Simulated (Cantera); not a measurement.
An isothermal, constant-pressure homogeneous reactor starts with CH₄ : CO₂ : H₂ = 1 : 4.5 : 0.43 (molar parts), at 1473 K and 0.168 atm. Integrator tolerance rtol = 1e-08.

Cantera simulation using GRI-Mech 3.0 (53 species, 325 reactions); the numbers are that mechanism's predictions, not measurements.

Question: What does this change do: pressure from 0.168 atm to 0.257 atm?

Answer: 
```
quantity                                             before                                    after
-----------------  ----------------------------------------  ---------------------------------------
x(CH₄) at 50.0 s   0.00793 (gas-phase equilibrium 7.87e-10)  0.00701 (gas-phase equilibrium 1.84e-9)
x(CO₂) at 50.0 s        0.298 (gas-phase equilibrium 0.259)      0.289 (gas-phase equilibrium 0.259)
x(H₂) at 50.0 s         0.101 (gas-phase equilibrium 0.124)      0.106 (gas-phase equilibrium 0.124)
x(CH₂) at 50.0 s     1.82e-9 (gas-phase equilibrium <1e-12)   1.04e-9 (gas-phase equilibrium <1e-12)
x(C₂H₆) at 50.0 s    1.13e-6 (gas-phase equilibrium <1e-12)   8.65e-7 (gas-phase equilibrium <1e-12)
x(C₂H₄) at 50.0 s    7.83e-5 (gas-phase equilibrium <1e-12)   8.29e-5 (gas-phase equilibrium <1e-12)
```

Question: What does this change do: CO2 4.5 to 2.3 parts?

Answer: 
```
quantity                                             before                                    after
-----------------  ----------------------------------------  ---------------------------------------
x(CH₄) at 50.0 s   0.00793 (gas-phase equilibrium 7.87e-10)   0.0161 (gas-phase equilibrium 1.50e-8)
x(CO₂) at 50.0 s        0.298 (gas-phase equilibrium 0.259)     0.141 (gas-phase equilibrium 0.0916)
x(H₂) at 50.0 s         0.101 (gas-phase equilibrium 0.124)      0.218 (gas-phase equilibrium 0.289)
x(CH₂) at 50.0 s     1.82e-9 (gas-phase equilibrium <1e-12)   2.23e-9 (gas-phase equilibrium <1e-12)
x(C₂H₆) at 50.0 s    1.13e-6 (gas-phase equilibrium <1e-12)   2.07e-6 (gas-phase equilibrium <1e-12)
x(C₂H₄) at 50.0 s    7.83e-5 (gas-phase equilibrium <1e-12)  0.000422 (gas-phase equilibrium <1e-12)
```

Question: What does this change do: pressure from 0.168 atm to 12.8 atm?

Answer: 
| quantity | before | after |
|---|---|---|
| x(CH₄) at 50.0 s | 0.00793 (gas-phase equilibrium 7.87e-10) | 0.00459 (gas-phase equilibrium 4.60e-6) |
| x(CO₂) at 50.0 s | 0.298 (gas-phase equilibrium 0.259) | 0.268 (gas-phase equilibrium 0.259) |
| x(H₂) at 50.0 s | 0.101 (gas-phase equilibrium 0.124) | 0.118 (gas-phase equilibrium 0.124) |
| x(CH₂) at 50.0 s | 1.82e-9 (gas-phase equilibrium <1e-12) | 6.82e-12 (gas-phase equilibrium <1e-12) |
| x(C₂H₆) at 50.0 s | 1.13e-6 (gas-phase equilibrium <1e-12) | 5.22e-7 (gas-phase equilibrium <1e-12) |
| x(C₂H₄) at 50.0 s | 7.83e-5 (gas-phase equilibrium <1e-12) | 3.12e-5 (gas-phase equilibrium 3.03e-11) |
The pressure lies above the range GRI-Mech 3.0 was tuned for (to about 10 atm).
